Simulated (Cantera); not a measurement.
Input (Python, Cantera) and output of one run.

```python
import numpy as np
import cantera as ct

gas_names = """
    CL CLO CL2 H HCL HOCL HO2 H2 H2O H2O2 O OH O2 O3 Ti TiCL TiCL2 TiCL3 TiCL4 TiO TiOCL TiOCL2 TiO2
""".split()
cond_names = """
    H2O(s) H2O(L) Ti(a) Ti(b) Ti(L) TiCL2(s) TiCL3(s) TiCL4(L) TiO(a) TiO(b) TiO(L) TiO2(ru) TiO2(L)
    Ti2O3(a) Ti2O3(b) Ti2O3(L) Ti3O5(a) Ti3O5(b) Ti3O5(L) Ti4O7(s) Ti4O7(L)
""".split()


# ... load() reads the species with a 1 bar reference pressure and builds the phases ...
atoms = {
    'TiCl4': {'Ti': 1, 'CL': 4},
    'O2': {'O': 2},
    'H2': {'H': 2},
}
top_T = {'TiCL2(s)': 1300, 'TiCL3(s)': 1000}  # K; cautious upper limits of use, not melting points


# ... equilibrate(T, P, feed) seeds the gas with the atoms and calls Mixture.equilibrate('TP', solver="vcs", rtol=1e-11, max_steps=5000) ...
results = []
feed = {'TiCl4': 1, 'O2': 0.12, 'H2': 1.2}  # mol
P = 13332.2  # Pa
for T in [1148, 1248, 1348, 1448, 1548, 1648, 1748, 1848]:
    mix = equilibrate(T, P, feed)
    results.append((T, P, feed, dict(zip(mix.species_names, mix.species_moles))))

top = {s: max(r[3][s] / sum(r[3][g] for g in gas_names) for r in results) for s in gas_names}
cols = sorted((s for s in top if top[s] > 0.0001), key=lambda s: -top[s])[:9]
seen = [c for c in cond_names if any(r[3].get(c, 0) > 1e-12 for r in results)]
print("log10 of partial pressures in bar; condensed amounts in mol")
print(f"{'T/K':>10s}" + "".join(f"{s[:9]:>10s}" for s in cols + seen))
for T, P, feed, n in results:
    ng = sum(n[g] for g in gas_names)
    print(f"{T:10.4g}" + "".join(f"{np.log10(max(n[s] / ng * P / 1e5, 1e-99)):10.3f}" for s in cols)
          + "".join(f"{n.get(c, 0):10.4g}" for c in seen))
```

Result:

```
log10 of partial pressures in bar; condensed amounts in mol
       T/K       HCL        H2     TiCL4     TiCL3     TiCL2        CL         H    TiOCL2       H2O  Ti2O3(b)  Ti3O5(b)
      1148    -1.441    -1.309    -1.356    -2.406    -6.995    -7.987    -7.799    -8.907    -5.780         0   0.04799
      1248    -1.395    -1.338    -1.414    -2.065    -5.972    -7.124    -7.000    -7.889    -5.605         0   0.04799
      1348    -1.320    -1.394    -1.503    -1.866    -5.244    -6.337    -6.333    -7.023    -5.346   0.07997         0
      1448    -1.275    -1.441    -1.613    -1.709    -4.612    -5.679    -5.756    -6.309    -5.161   0.07995         0
      1548    -1.239    -1.487    -1.742    -1.605    -4.096    -5.105    -5.255    -5.701    -4.985   0.07992         0
      1648    -1.212    -1.529    -1.882    -1.539    -3.664    -4.603    -4.815    -5.182    -4.825   0.07986         0
      1748    -1.192    -1.565    -2.029    -1.498    -3.296    -4.163    -4.424    -4.736    -4.684   0.07974         0
      1848    -1.177    -1.596    -2.177    -1.476    -2.979    -3.774    -4.073    -4.349    -4.556    0.0795         0
```

Equilibrium computed with Cantera from the NASA thermochemical tables; the gas is ideal and each condensed phase is pure. The tables' values for TiCl2 are old estimates; treat these amounts as uncertain. Condensed phases not in the tables: TiOCl.
